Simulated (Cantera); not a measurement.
Input: 1 mol B, 0.015 mol Cl2, 0.074 mol H2, held at 130000 Pa.

Method: chemical equilibrium by Gibbs-energy minimisation in Cantera with the NASA 1993 tables (ideal gas, pure condensed phases). Candidate condensed phases: B; 13 gas species. Gases not in the tables: BHCl2. Equilibrium is a limit: real reactors are often held back by kinetics, nucleation or transport. All values below are at 975 K.

Base state: H2 0.849, BCl3 0.102, HCl 0.0488 (mole fractions); condensed: B(s).

Q: What changes in the equilibrium state with this change: pressure from 130000 Pa to 10000 Pa?

A: 
```
species    before   after
---------  ------  ------
H2          0.849   0.834
BCl3        0.102  0.0936
HCl        0.0488  0.0721
B(s), mol   0.991   0.992
```
